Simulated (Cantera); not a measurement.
An isothermal plug-flow reactor at 998 K and 0.580 bar (inlet), inlet velocity 0.28 m/s, active area per volume 460 1/m; feed 0.589 % CH4, 2.45 % O2, 97.0 % N2.

Computed with Cantera and Deutschmann's 1995 Pt surface mechanism with GRI-Mech 3.0 gas chemistry. Catalytic surfaces can have several steady states; this one follows from the mechanism file's or the stated starting coverage. Mass transfer to the wall is taken as infinitely fast.

One state of this run: x CH4 = 0.00510; x O2 = 0.0230; x H2O = 0.00157; x CO2 = 0.000783; x CO = 3.44e-6; θ free Pt = 0.314; θ O* = 0.685; θ OH* = 0.000655. x: gas mole fraction; θ: surface coverage.

Which value of z (m) does it belong to?
(A) 4.4e-05
(B) 0.00044
(C) 0.0044
(D) 0.00094

B, 0.00044
